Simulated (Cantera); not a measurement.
An isothermal, constant-pressure homogeneous reactor starts with N2O : H2 : N2 = 1 : 0.018 : 0.79 (molar parts), at 1550 K and 1.00 atm.

Cantera simulation using GRI-Mech 3.0 (53 species, 325 reactions); the numbers are that mechanism's predictions, not measurements. GRI-Mech 3.0 was tuned for natural gas; its chemistry of N2O as a main component is partial and can be far from experiment. The temperature is held fixed by assumption; the heat of reaction is taken as removed at once.

One state of this run: x N2O = 0.422; x H2 = 8.33e-7; x OH = 0.000171; x NO2 = 0.000372; x H2O2 = 2.19e-8; x O2 = 0.0358. x: mole fraction; the columns are a selection and need not sum to one.

Which value of t (s) does it belong to?
A) 0.000632
B) 0.00200
C) 0.0200
D) 0.0632

B, 0.00200
